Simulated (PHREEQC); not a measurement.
Alkaline etch or developer

Solution (86 °C and 500 atm): 11 mmol/kgw NH3, 0.00072 mmol/kgw H4SiO4 and 0.42 mmol/kgw K2CO3. Closed to the air; pH follows from the charge balance.

All values are PHREEQC results (ion-association model, phreeqc.dat), not measurements.

This is a speciation only: nothing precipitates in the calculation.

**Question.** What pH, ionic strength does the model give?

**Answer.** pH 9.16; ionic strength 0.00134 mol/kgw.

**Question.** In which forms is N present?

**Answer.** NH3 96 %, NH4+ 3.9 % of the N.

Under pressure, the constants of complexes without a molar volume in the database are unreliable. At this temperature some constants are extrapolated from 25 °C, and those without enthalpy data are left unchanged.
